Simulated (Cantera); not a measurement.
Gas mixture: 43.1 % N2, 41.4 % C2H2, 15.5 % C2H6, at 1.00 atm, frozen composition.

Cantera's kinetic-theory transport with the Lennard-Jones parameters of GRI-Mech 3.0, ideal gas; thermal conductivity in the multicomponent form.

One state of this run: ρ (kg/m³) = 0.479; cp (J/kg/K) = 1958; μ (µPa s) = 25.2; λ (mW/m/K) = 64.5; Pr = 0.765; D (cm²/s) CH3 = 0.860; D (cm²/s) C2H2 = 0.681; D (cm²/s) N2 = 0.721. D: mixture-averaged diffusion coefficient of that species in the mixture.

Task: Which value of T (K) does it belong to?
(A) 700
(B) 500
(C) 600
(D) 400

Result: A, 700
